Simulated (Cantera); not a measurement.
What does this Cantera script print?

```python
import numpy as np
import cantera as ct

gas = ct.Solution("gri30.yaml")
gas.TPX = 1400, 41000, {'H2': 0.31, 'O2': 1, 'N2': 3.5}
inlet = ct.Reservoir(gas, clone=True)

reactor = ct.IdealGasConstPressureReactor(gas, energy="off", clone=False)
exhaust = ct.Reservoir(gas, clone=True)
tau = [4.8, 2.2, 1, 0.46, 0.21, 0.096, 0.044, 0.02, 0.0092, 0.0042, 0.0019][0]
for a, b in ((inlet, reactor), (reactor, exhaust)):
    ct.MassFlowController(a, b, mdot=lambda t: reactor.mass / tau)
net = ct.ReactorNet([reactor])
show = ['H2', 'O2', 'O', 'NO', 'NO2', 'N2O']

rows = []
print(f"{'tau/s':>10s}{'T/K':>9s}" + "".join(f"{s:>11s}" for s in show))
for tau in [4.8, 2.2, 1, 0.46, 0.21, 0.096, 0.044, 0.02, 0.0092, 0.0042, 0.0019]:
    net.initial_time = 0.0
    net.advance(30 * tau)
    before = gas.X
    net.advance(40 * tau)
    drift = np.max(np.abs(gas.X - before) / (gas.X + 1e-9))
    rows.append([gas.T, *gas[show].X, drift])
    print(f"{tau:10.3e}{gas.T:9.1f}" + "".join(f"{x:11.3e}" for x in gas[show].X))
```

Output:

```
     tau/s      T/K         H2         O2          O         NO        NO2        N2O
 4.800e+00   1400.0  1.004e-05  1.815e-01  1.983e-05  2.213e-06  9.979e-09  4.190e-07
 2.200e+00   1400.0  1.679e-05  1.814e-01  3.352e-05  2.144e-06  1.007e-08  5.167e-07
 1.000e+00   1400.0  2.818e-05  1.814e-01  5.708e-05  1.923e-06  8.955e-09  5.825e-07
 4.600e-01   1400.0  4.680e-05  1.814e-01  9.651e-05  1.617e-06  7.064e-09  6.027e-07
 2.100e-01   1400.0  7.785e-05  1.813e-01  1.639e-04  1.300e-06  5.028e-09  5.816e-07
 9.600e-02   1400.0  1.288e-04  1.812e-01  2.777e-04  1.041e-06  3.369e-09  5.318e-07
 4.400e-02   1400.0  2.117e-04  1.811e-01  4.678e-04  8.755e-07  2.256e-09  4.673e-07
 2.000e-02   1400.0  3.474e-04  1.809e-01  7.882e-04  8.270e-07  1.617e-09  3.973e-07
 9.200e-03   1400.0  5.616e-04  1.806e-01  1.306e-03  9.174e-07  1.318e-09  3.304e-07
 4.200e-03   1400.0  9.046e-04  1.802e-01  2.148e-03  1.174e-06  1.205e-09  2.685e-07
 1.900e-03   1400.0  1.451e-03  1.795e-01  3.484e-03  1.623e-06  1.172e-09  2.136e-07
```

Computed with Cantera and GRI-Mech 3.0 (53 species, 325 reactions). The temperature is held fixed by assumption; the heat of reaction is taken as removed at once.
